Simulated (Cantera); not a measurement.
## Reactions in the system Cl-Fe-H

Source: NASA polynomial tables (part measured, part estimated), evaluated in Cantera. Values are per mole of reaction as written; species without (g) are pure solids or liquids, kept so even where they would boil at 1 bar.

2 H(g) + FeCl₂ → Fe + 2 HCl(g)

```json
[
 {"T (K)": "375", "ΔH° (kJ)": "-281.5", "ΔS° (J/K)": "45.7", "ΔG° (kJ)": "-298.6", "log10 K": "41.59", "condensed phases": "FeCl₂(s), Fe(α)"},
 {"T (K)": "525", "ΔH° (kJ)": "-286.7", "ΔS° (J/K)": "34.0", "ΔG° (kJ)": "-304.5", "log10 K": "30.30", "condensed phases": "FeCl₂(s), Fe(α)"},
 {"T (K)": "675", "ΔH° (kJ)": "-291.7", "ΔS° (J/K)": "25.6", "ΔG° (kJ)": "-309.0", "log10 K": "23.91", "condensed phases": "FeCl₂(s), Fe(α)"},
 {"T (K)": "825", "ΔH° (kJ)": "-296.3", "ΔS° (J/K)": "19.4", "ΔG° (kJ)": "-312.3", "log10 K": "19.77", "condensed phases": "FeCl₂(s), Fe(α)"},
 {"T (K)": "975", "ΔH° (kJ)": "-343.1", "ΔS° (J/K)": "-30.1", "ΔG° (kJ)": "-313.8", "log10 K": "16.81", "condensed phases": "FeCl₂(l), Fe(α)"},
 {"T (K)": "1125", "ΔH° (kJ)": "-346.4", "ΔS° (J/K)": "-33.2", "ΔG° (kJ)": "-309.0", "log10 K": "14.35", "condensed phases": "FeCl₂(l), Fe(α)"}
]
```

Cl₂(g) + 2 FeCl₂(g) → 2 FeCl₃(g)

| T (K) | ΔH° (kJ) | ΔS° (J/K) | ΔG° (kJ) | log10 K |
|---|---|---|---|---|
| 375 | -223.8 | -131.8 | -174.3 | 24.28 |
| 525 | -223.0 | -130.0 | -154.7 | 15.39 |
| 675 | -222.2 | -128.8 | -135.3 | 10.47 |
| 825 | -221.6 | -127.9 | -116.1 | 7.35 |
| 975 | -221.0 | -127.3 | -96.9 | 5.19 |
| 1125 | -220.6 | -126.9 | -77.9 | 3.62 |
